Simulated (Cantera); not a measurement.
**Thermodynamics of chemical vapour transport, feed Al₂O₃ + HI + H₂**

A closed system holds: 1 mol Al₂O₃, 0.038 mol HI, 0.5 mol H₂, at 1448.15 K and 690000 Pa.

These are equilibrium values from Cantera (NASA tables, ideal gas, pure condensed phases), not measurements of a reactor. Candidate condensed phases: Al, AlI₃, Al₂O₃, H₂O, I₂; 25 gas species. The numbers say what is thermodynamically allowed, not how fast it happens.

```json
{
  "x(H₂)": "0.930",
  "x(HI)": "0.0638",
  "x(I)": "0.00595",
  "x(I₂)": "0.000252",
  "x(H₂O)": "9.39e-5",
  "x(AlI₃)": "6.21e-5",
  "x(H)": "3.39e-6",
  "n(Al₂O₃(s))": "1.000 mol",
  "gas_amount": "0.5396 mol",
  "log10 activity of I₂(l) (absent)": "-5.01",
  "log10 activity of Al(l) (absent)": "-6.83"
}
```
